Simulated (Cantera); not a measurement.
A Cantera script and what it prints.

```python
import numpy as np
import cantera as ct

gas_names = [...]  # 116 gases of nasa_gas.yaml made of C, H, Mg, O
cond_names = """
    C(gr) C6H6(L) C7H8(L) C8H18(L),n-octa H2O(s) H2O(L) Mg(cr) Mg(L) MgCO3(s) MgO(s) MgO(L) MgO2H2(s)
""".split()


# ... load() reads the species with a 1 bar reference pressure and builds the phases ...
atoms = {
    'MgO': {'Mg': 1, 'O': 1},
    'CH4': {'C': 1, 'H': 4},
    'H2': {'H': 2},
}
top_T = {'C(gr)': 4500}  # K; cautious upper limits of use, not melting points


# ... equilibrate(T, P, feed) seeds the gas with the atoms and calls Mixture.equilibrate('TP', solver="vcs", rtol=1e-11, max_steps=5000) ...
results = []
feed = {'MgO': 1, 'CH4': 1.3, 'H2': 17}  # mol
P = 1000  # Pa
for T in [1975, 2025, 2075, 2125, 2175, 2225, 2275]:
    mix = equilibrate(T, P, feed)
    results.append((T, P, feed, dict(zip(mix.species_names, mix.species_moles))))

top = {s: max(r[3][s] / sum(r[3][g] for g in gas_names) for r in results) for s in gas_names}
cols = sorted((s for s in top if top[s] > 0.0001), key=lambda s: -top[s])[:5]
seen = [c for c in cond_names if any(r[3].get(c, 0) > 1e-12 for r in results)]
print("log10 of partial pressures in bar; condensed amounts in mol")
print(f"{'T/K':>10s}" + "".join(f"{s[:9]:>10s}" for s in cols + seen))
for T, P, feed, n in results:
    ng = sum(n[g] for g in gas_names)
    print(f"{T:10.4g}" + "".join(f"{np.log10(max(n[s] / ng * P / 1e5, 1e-99)):10.3f}" for s in cols)
          + "".join(f"{n.get(c, 0):10.4g}" for c in seen))
```

It prints:

```
log10 of partial pressures in bar; condensed amounts in mol
       T/K        H2         H        CO        Mg C2H2,acet     C(gr)
      1975    -2.048    -3.888    -3.337    -3.338    -5.236    0.2746
      2025    -2.051    -3.741    -3.338    -3.339    -5.094    0.2648
      2075    -2.054    -3.602    -3.340    -3.341    -4.961    0.2519
      2125    -2.059    -3.469    -3.342    -3.343    -4.835    0.2354
      2175    -2.064    -3.344    -3.344    -3.345    -4.716    0.2145
      2225    -2.072    -3.224    -3.348    -3.348    -4.604    0.1885
      2275    -2.081    -3.111    -3.352    -3.352    -4.500    0.1566
```

These are equilibrium values from Cantera (NASA tables, ideal gas, pure condensed phases), not measurements of a reactor. The tables' values for MgH are old estimates; treat these amounts as uncertain.
